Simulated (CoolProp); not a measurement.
Vapour-liquid equilibrium of propane (1) + R114 (2) at 20.55 °C; x and y are mole fractions of (1).

Computed with CoolProp (multi-fluid Helmholtz-energy mixture model, Lemmon 2009 and Platzer 1990; pair parameters Bell 2016). This equation is an older, rougher fit; its heat capacities, sound speeds and derivatives of the liquid may be far off and weren't checked against measurements.

```csv
x,"bubble pressure, mixture model (MPa)","bubble pressure, Raoult's law (MPa)","y, mixture model","y, Raoult's law"
0.05,0.2321,0.2185,0.227,0.194
0.15,0.3174,0.2849,0.475,0.447
0.25,0.3933,0.3512,0.610,0.604
0.35,0.4620,0.4175,0.699,0.711
0.45,0.5253,0.4838,0.763,0.789
0.55,0.5851,0.5502,0.815,0.848
0.65,0.6428,0.6165,0.860,0.895
0.75,0.7001,0.6828,0.901,0.932
0.85,0.7581,0.7492,0.940,0.963
0.95,0.8178,0.8155,0.980,0.989
```

The largest gap from Raoult's law is +12.0 % in bubble pressure, at x = 0.25. No azeotrope shows between x = 0.05 and 0.95.

The pair parameters rest on a limited set of measurements; away from them the model extrapolates.
